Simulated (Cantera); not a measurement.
## Silicon oxide and oxynitride deposition: HMDSO + NO

A closed system holds: 1 mol HMDSO, 1.4 mol NO, at 2025 K.

Method: chemical equilibrium by Gibbs-energy minimisation in Cantera with the NASA 1993 tables (ideal gas, pure condensed phases). Candidate condensed phases: C, C6H6, C7H8, C8H18, H2O, Si, SiC, SiO2, Si2N2O, Si3N4; 151 gas species. The feed counts by its element totals alone. The tables' values for SiN are old estimates; treat these amounts as uncertain. The numbers say what is thermodynamically allowed, not how fast it happens.

```tsv
P (Pa)	x H2	x CO	x H	x Si	x N2	n C(graphite)	n SiC(s)
5	0.515	0.162	0.195	0.0699	0.0465	2.61	0.838
17	0.623	0.181	0.117	0.0206	0.0516	1.86	1.67
59	0.680	0.189	0.0653	0.00593	0.0539	1.66	1.89
210	0.709	0.193	0.0354	0.00167	0.0550	1.61	1.95
710	0.724	0.194	0.0194	0.000493	0.0555	1.59	1.97
2400	0.732	0.195	0.0106	0.000146	0.0558	1.59	1.97
8400	0.736	0.196	0.00570	4.16e-5	0.0559	1.59	1.98
29000	0.739	0.196	0.00307	1.21e-5	0.0560	1.59	1.98
100000	0.740	0.196	0.00166	3.50e-6	0.0561	1.59	1.98
```
x: gas mole fraction; n: condensed amount in mol.

From 0.0375 Torr to 750 Torr the condensed part is C(graphite) + SiC(s). The main Si-bearing gas is Si at 0.0375 Torr and SiO at 750 Torr.
